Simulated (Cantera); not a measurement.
An isothermal, constant-pressure homogeneous reactor starts with NO : N₂ = 1 : 9.5 (molar parts), at 1773 K and 0.140 bar. Integrator tolerance rtol = 1e-08.

Model: GRI-Mech 3.0 (53 species, 325 reactions), integrated in Cantera.

### Question
What does this change do: temperature 1773 to 1898 K?

### Answer
| quantity | before | after |
|---|---|---|
| x(NO) at 100 s | 0.0477 (gas-phase equilibrium 0.00197) | 0.00532 (gas-phase equilibrium 0.00294) |
| x(O₂) at 100 s | 0.0237 (gas-phase equilibrium 0.0466) | 0.0449 (gas-phase equilibrium 0.0461) |
| x(NO₂) at 100 s | 1.60e-5 (gas-phase equilibrium 9.20e-7) | 1.90e-6 (gas-phase equilibrium 1.06e-6) |
| x(N₂) at 100 s | 0.928 (gas-phase equilibrium 0.951) | 0.950 (gas-phase equilibrium 0.951) |
| x(N₂O) at 100 s | 8.98e-7 (gas-phase equilibrium 4.67e-8) | 7.56e-8 (gas-phase equilibrium 6.87e-8) |
| x(O) at 100 s | 3.95e-5 (gas-phase equilibrium 5.45e-5) | 0.000167 (gas-phase equilibrium 0.000169) |
